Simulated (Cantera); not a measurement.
Boron, boron nitride and boron oxide: B2O3 + NH3 + H2 + H2O

Input: 1 mol B2O3, 15 mol NH3, 88 mol H2, 0.85 mol H2O, held at 0.000110 bar.

Method: chemical equilibrium by Gibbs-energy minimisation in Cantera with the NASA 1993 tables (ideal gas, pure condensed phases). Candidate condensed phases: B, BN, B2O3, B3O3H3, H2O; 39 gas species. Rates play no part.

| T (K) | x H2 | x N2 | x H | x HBO2 | x H2O | x HBO | x B2O3 | n B2O3(l) |
|---|---|---|---|---|---|---|---|---|
| 1073 | 0.929 | 0.0631 | 1.29e-6 | 0.000848 | 0.00673 | 1.55e-6 | 7.84e-7 | 0.949 |
| 1123 | 0.929 | 0.0630 | 3.91e-6 | 0.00192 | 0.00619 | 6.83e-6 | 5.62e-6 | 0.885 |
| 1173 | 0.928 | 0.0630 | 1.08e-5 | 0.00386 | 0.00522 | 2.77e-5 | 3.39e-5 | 0.764 |
| 1223 | 0.926 | 0.0629 | 2.76e-5 | 0.00675 | 0.00381 | 0.000108 | 0.000175 | 0.570 |
| 1273 | 0.924 | 0.0627 | 6.53e-5 | 0.0101 | 0.00229 | 0.000421 | 0.000789 | 0.278 |
| 1323 | 0.921 | 0.0626 | 0.000145 | 0.0119 | 0.00166 | 0.00104 | 0.00183 | 0 |
| 1373 | 0.920 | 0.0626 | 0.000305 | 0.0117 | 0.00191 | 0.00130 | 0.00181 | 0 |
| 1423 | 0.920 | 0.0626 | 0.000607 | 0.0115 | 0.00219 | 0.00159 | 0.00177 | 0 |
| 1473 | 0.919 | 0.0625 | 0.00116 | 0.0112 | 0.00250 | 0.00190 | 0.00172 | 0 |
| 1523 | 0.918 | 0.0625 | 0.00211 | 0.0109 | 0.00283 | 0.00222 | 0.00166 | 0 |
| 1573 | 0.916 | 0.0625 | 0.00371 | 0.0106 | 0.00321 | 0.00255 | 0.00157 | 0 |
| 1623 | 0.913 | 0.0624 | 0.00630 | 0.0103 | 0.00362 | 0.00286 | 0.00147 | 0 |
| 1673 | 0.908 | 0.0622 | 0.0103 | 0.00990 | 0.00409 | 0.00314 | 0.00135 | 0 |
| 1723 | 0.902 | 0.0620 | 0.0165 | 0.00944 | 0.00462 | 0.00335 | 0.00122 | 0 |
x: gas mole fraction; n: condensed amount in mol.

From 1073 K to 1273 K the condensed part is B2O3(l). From 1323 K to 1723 K nothing is condensed. The main B-bearing gas is HBO2 throughout.
